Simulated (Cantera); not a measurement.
**Stirred combustor or abatement burner**

A perfectly stirred reactor is fed with CH₄ : O₂ : N₂ = 1.3 : 1.18 : 4.42 (molar parts), equivalence ratio 2.2, at 100000 Pa; it is adiabatic with a 500 K inlet, and is followed from long to short residence time, starting on the burning branch (τ in s: 0.056, 0.03, 0.016, 0.0084, 0.0044, 0.0024, 0.0013, 0.00067, 0.00035, 0.00019, 0.0001, 5.3e-05).

Model: GRI-Mech 3.0 (53 species, 325 reactions), integrated in Cantera.

```json
[
 {"τ (s)": "0.056", "T (K)": "1704", "x CH₄": "0.0220", "x O₂": "0.00237", "x H": "0.000112", "x HCO": "4.39e-8", "x H₂O": "0.160", "x CH₂O": "1.26e-5"},
 {"τ (s)": "0.030", "T (K)": "1700", "x CH₄": "0.0243", "x O₂": "0.00374", "x H": "0.000127", "x HCO": "7.82e-8", "x H₂O": "0.161", "x CH₂O": "2.06e-5"},
 {"τ (s)": "0.016", "T (K)": "1688", "x CH₄": "0.0274", "x O₂": "0.00607", "x H": "0.000140", "x HCO": "1.47e-7", "x H₂O": "0.161", "x CH₂O": "3.56e-5"},
 {"τ (s)": "0.0084", "T (K)": "1660", "x CH₄": "0.0326", "x O₂": "0.0107", "x H": "0.000141", "x HCO": "3.06e-7", "x H₂O": "0.158", "x CH₂O": "7.12e-5"},
 {"τ (s)": "0.0044", "T (K)": "500", "x CH₄": "0.188", "x O₂": "0.171", "x H": "<1e-12", "x HCO": "<1e-12", "x H₂O": "<1e-12", "x CH₂O": "<1e-12"},
 {"τ (s)": "0.0024", "T (K)": "500", "x CH₄": "0.188", "x O₂": "0.171", "x H": "<1e-12", "x HCO": "<1e-12", "x H₂O": "<1e-12", "x CH₂O": "<1e-12"},
 {"τ (s)": "0.0013", "T (K)": "500", "x CH₄": "0.188", "x O₂": "0.171", "x H": "<1e-12", "x HCO": "<1e-12", "x H₂O": "<1e-12", "x CH₂O": "<1e-12"},
 {"τ (s)": "0.00067", "T (K)": "500", "x CH₄": "0.188", "x O₂": "0.171", "x H": "<1e-12", "x HCO": "<1e-12", "x H₂O": "<1e-12", "x CH₂O": "<1e-12"},
 {"τ (s)": "0.00035", "T (K)": "500", "x CH₄": "0.188", "x O₂": "0.171", "x H": "<1e-12", "x HCO": "<1e-12", "x H₂O": "<1e-12", "x CH₂O": "<1e-12"},
 {"τ (s)": "0.00019", "T (K)": "500", "x CH₄": "0.188", "x O₂": "0.171", "x H": "<1e-12", "x HCO": "<1e-12", "x H₂O": "<1e-12", "x CH₂O": "<1e-12"},
 {"τ (s)": "0.00010", "T (K)": "500", "x CH₄": "0.188", "x O₂": "0.171", "x H": "<1e-12", "x HCO": "<1e-12", "x H₂O": "<1e-12", "x CH₂O": "<1e-12"},
 {"τ (s)": "5.3e-5", "T (K)": "500", "x CH₄": "0.188", "x O₂": "0.171", "x H": "<1e-12", "x HCO": "<1e-12", "x H₂O": "<1e-12", "x CH₂O": "<1e-12"}
]
```
x: mole fraction; the columns are a selection and need not sum to one.
